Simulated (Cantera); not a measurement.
Input (Python, Cantera) and output of one run.

```python
import numpy as np
import cantera as ct

gas_names = """
    CL CL2 H HCL H2 N NH NH2 NH3 N2 N2H2 N2H4 Si SiCL SiCL2 SiCL3 SiCL4 SiH SiHCL3 SiH2 SiH2CL2 SiH3
    SiH3CL SiH4 SiN Si2 Si2N Si3
""".split()
cond_names = """
    NH4CL(a) NH4CL(b) Si(cr) Si(L) Si3N4(a)
""".split()


# ... load() reads the species with a 1 bar reference pressure and builds the phases ...
atoms = {
    'Si2Cl6': {'Si': 2, 'CL': 6},
    'HCl': {'H': 1, 'CL': 1},
    'N2': {'N': 2},
}
top_T = {'Si3N4(a)': 2400}  # K; cautious upper limits of use, not melting points


# ... equilibrate(T, P, feed) seeds the gas with the atoms and calls Mixture.equilibrate('TP', solver="vcs", rtol=1e-11, max_steps=5000) ...
results = []
feed = {'Si2Cl6': 1, 'HCl': 0.1, 'N2': 50}  # mol
for P in [100, 210, 460, 980, 2100, 4500, 9600, 20000, 44000, 94000, 200000]:
    for T in [1323, 1348, 1373, 1398, 1423, 1448, 1473, 1498, 1523, 1548, 1573, 1598, 1623, 1648]:
        mix = equilibrate(T, P, feed)
        results.append((T, P, feed, dict(zip(mix.species_names, mix.species_moles))))

for T, P, feed, n in results:
    print(f"{T:7g} {P:10.4g}  " + (" + ".join(c for c in cond_names if n.get(c, 0) > 1e-12) or "gas only"))
```

It prints:

```
   1323        100  gas only
   1348        100  gas only
   1373        100  gas only
   1398        100  gas only
   1423        100  gas only
   1448        100  gas only
   1473        100  gas only
   1498        100  gas only
   1523        100  gas only
   1548        100  gas only
   1573        100  gas only
   1598        100  gas only
   1623        100  gas only
   1648        100  gas only
   1323        210  gas only
   1348        210  gas only
   1373        210  gas only
   1398        210  gas only
   1423        210  gas only
   1448        210  gas only
   1473        210  gas only
   1498        210  gas only
   1523        210  gas only
   1548        210  gas only
   1573        210  gas only
   1598        210  gas only
   1623        210  gas only
   1648        210  gas only
   1323        460  Si3N4(a)
   1348        460  Si3N4(a)
   1373        460  gas only
   1398        460  gas only
   1423        460  gas only
   1448        460  gas only
   1473        460  gas only
   1498        460  gas only
   1523        460  gas only
   1548        460  gas only
   1573        460  gas only
   1598        460  gas only
   1623        460  gas only
   1648        460  gas only
   1323        980  Si3N4(a)
   1348        980  Si3N4(a)
   1373        980  Si3N4(a)
   1398        980  gas only
   1423        980  gas only
   1448        980  gas only
   1473        980  gas only
   1498        980  gas only
   1523        980  gas only
   1548        980  gas only
   1573        980  gas only
   1598        980  gas only
   1623        980  gas only
   1648        980  gas only
   1323       2100  Si3N4(a)
   1348       2100  Si3N4(a)
   1373       2100  Si3N4(a)
   1398       2100  Si3N4(a)
   1423       2100  Si3N4(a)
   1448       2100  gas only
   1473       2100  gas only
   1498       2100  gas only
   1523       2100  gas only
   1548       2100  gas only
   1573       2100  gas only
   1598       2100  gas only
   1623       2100  gas only
   1648       2100  gas only
   1323       4500  Si3N4(a)
   1348       4500  Si3N4(a)
   1373       4500  Si3N4(a)
   1398       4500  Si3N4(a)
   1423       4500  Si3N4(a)
   1448       4500  Si3N4(a)
   1473       4500  gas only
   1498       4500  gas only
   1523       4500  gas only
   1548       4500  gas only
   1573       4500  gas only
   1598       4500  gas only
   1623       4500  gas only
   1648       4500  gas only
   1323       9600  Si3N4(a)
   1348       9600  Si3N4(a)
   1373       9600  Si3N4(a)
   1398       9600  Si3N4(a)
   1423       9600  Si3N4(a)
   1448       9600  Si3N4(a)
   1473       9600  Si3N4(a)
   1498       9600  Si3N4(a)
   1523       9600  gas only
   1548       9600  gas only
   1573       9600  gas only
   1598       9600  gas only
   1623       9600  gas only
   1648       9600  gas only
   1323      2e+04  Si3N4(a)
   1348      2e+04  Si3N4(a)
   1373      2e+04  Si3N4(a)
   1398      2e+04  Si3N4(a)
   1423      2e+04  Si3N4(a)
   1448      2e+04  Si3N4(a)
   1473      2e+04  Si3N4(a)
   1498      2e+04  Si3N4(a)
   1523      2e+04  Si3N4(a)
   1548      2e+04  Si3N4(a)
   1573      2e+04  gas only
   1598      2e+04  gas only
   1623      2e+04  gas only
   1648      2e+04  gas only
   1323    4.4e+04  Si3N4(a)
   1348    4.4e+04  Si3N4(a)
   1373    4.4e+04  Si3N4(a)
   1398    4.4e+04  Si3N4(a)
   1423    4.4e+04  Si3N4(a)
   1448    4.4e+04  Si3N4(a)
   1473    4.4e+04  Si3N4(a)
   1498    4.4e+04  Si3N4(a)
   1523    4.4e+04  Si3N4(a)
   1548    4.4e+04  Si3N4(a)
   1573    4.4e+04  Si3N4(a)
   1598    4.4e+04  Si3N4(a)
   1623    4.4e+04  gas only
   1648    4.4e+04  gas only
   1323    9.4e+04  Si3N4(a)
   1348    9.4e+04  Si3N4(a)
   1373    9.4e+04  Si3N4(a)
   1398    9.4e+04  Si3N4(a)
   1423    9.4e+04  Si3N4(a)
   1448    9.4e+04  Si3N4(a)
   1473    9.4e+04  Si3N4(a)
   1498    9.4e+04  Si3N4(a)
   1523    9.4e+04  Si3N4(a)
   1548    9.4e+04  Si3N4(a)
   1573    9.4e+04  Si3N4(a)
   1598    9.4e+04  Si3N4(a)
   1623    9.4e+04  Si3N4(a)
   1648    9.4e+04  Si3N4(a)
   1323      2e+05  Si3N4(a)
   1348      2e+05  Si3N4(a)
   1373      2e+05  Si3N4(a)
   1398      2e+05  Si3N4(a)
   1423      2e+05  Si3N4(a)
   1448      2e+05  Si3N4(a)
   1473      2e+05  Si3N4(a)
   1498      2e+05  Si3N4(a)
   1523      2e+05  Si3N4(a)
   1548      2e+05  Si3N4(a)
   1573      2e+05  Si3N4(a)
   1598      2e+05  Si3N4(a)
   1623      2e+05  Si3N4(a)
   1648      2e+05  Si3N4(a)
```

Equilibrium computed with Cantera from the NASA thermochemical tables; the gas is ideal and each condensed phase is pure. The feed counts by its element totals alone. N2 is the only nitrogen source here; it is nearly inert below about 1500 K, so the nitride shown seldom forms there in practice. The tables' values for SiCl3 are old estimates.
